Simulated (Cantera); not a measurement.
# Equilibrium for hydrogen reduction and annealing atmospheres: NiS + H2 + N2

Charge: 1 mol NiS, 0.91 mol H2, 38 mol N2, equilibrated at 1077 °C and 2.80 mbar.

Equilibrium computed with Cantera from the NASA thermochemical tables; the gas is ideal and each condensed phase is pure. Candidate condensed phases: Ni, NiS, NiS2, Ni3S2, Ni3S4, S; 17 gas species. The numbers say what is thermodynamically allowed, not how fast it happens.

- x(N2) = 0.973
- x(H2) = 0.0226
- x(S2) = 0.00392
- x(H2S) = 0.000611
- x(SH) = 7.87e-5
- x(S) = 6.97e-6
- x(H) = 6.78e-6
- n(Ni3S2(l)) = 0.333 mol
- gas amount = 39.06 mol
- log10 activity of Ni(s) (absent) = -0.29
- log10 activity of NiS(l) (absent) = -1.07
- log10 activity of S(l) (absent) = -3.51
